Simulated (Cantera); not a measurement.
# Dilute partial oxidation

An isothermal, constant-pressure homogeneous reactor starts with 0.897 % CH2O, 1.56 % O2, 97.5 % N2, equivalence ratio 0.57, at 1550 K and 1.40 bar.

Model: GRI-Mech 3.0 (53 species, 325 reactions), integrated in Cantera.

```
t (s)       x CH2O     x O2   x CH2CO     x CO2    x N2O    x CH3
--------  --------  -------  --------  --------  -------  -------
5.00e-5    0.00812   0.0154  8.16e-11   8.79e-7  2.59e-9  2.71e-9
0.000141  0.000235   0.0134   1.28e-9  0.000177  2.57e-8  7.41e-9
0.000397  2.51e-11  0.00870    <1e-12   0.00424  2.80e-7   <1e-12
0.00112   3.19e-12  0.00734    <1e-12   0.00726  3.26e-7   <1e-12
0.00316     <1e-12  0.00679    <1e-12   0.00850  4.89e-7   <1e-12
0.00890     <1e-12  0.00665    <1e-12   0.00888  6.18e-7   <1e-12
0.0251      <1e-12  0.00662    <1e-12   0.00896  4.14e-7   <1e-12
0.0707      <1e-12  0.00662    <1e-12   0.00897  9.64e-8   <1e-12
0.199       <1e-12  0.00663    <1e-12   0.00897  2.92e-8   <1e-12
0.562       <1e-12  0.00663    <1e-12   0.00897  2.45e-8   <1e-12
1.58        <1e-12  0.00663    <1e-12   0.00897  2.45e-8   <1e-12
4.46        <1e-12  0.00663    <1e-12   0.00897  2.45e-8   <1e-12
12.6        <1e-12  0.00663    <1e-12   0.00897  2.45e-8   <1e-12
35.5        <1e-12  0.00663    <1e-12   0.00897  2.45e-8   <1e-12
100         <1e-12  0.00662    <1e-12   0.00897  2.45e-8   <1e-12
```
x: mole fraction; the columns are a selection and need not sum to one.

Equilibrium at this temperature and pressure: CH2O <1e-12, O2 0.00648, CH2CO <1e-12, CO2 0.00897, N2O 2.42e-8, CH3 <1e-12 (gas phase only).
